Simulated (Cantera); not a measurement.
Charge: 1 mol CH₃F, 0.21 mol HCl, 1 mol H₂, held at 2675 K and 15.0 mbar.

Equilibrium computed with Cantera from the NASA thermochemical tables; the gas is ideal and each condensed phase is pure. Candidate condensed phases: C, C₆H₆, C₇H₈, C₈H₁₈; 118 gas species. Rates play no part.

Problem. What is the equilibrium state?

Solution. x(H₂): 0.400
x(H): 0.267
x(HF): 0.266
x(HCl): 0.0383
x(Cl): 0.0178
x(C₂H₂ (acetylene)): 0.00862
x(C₂H): 0.000583
x(F): 0.000568
x(C₃): 0.000420
n(C(graphite)): 0.924 mol
gas amount: 3.748 mol
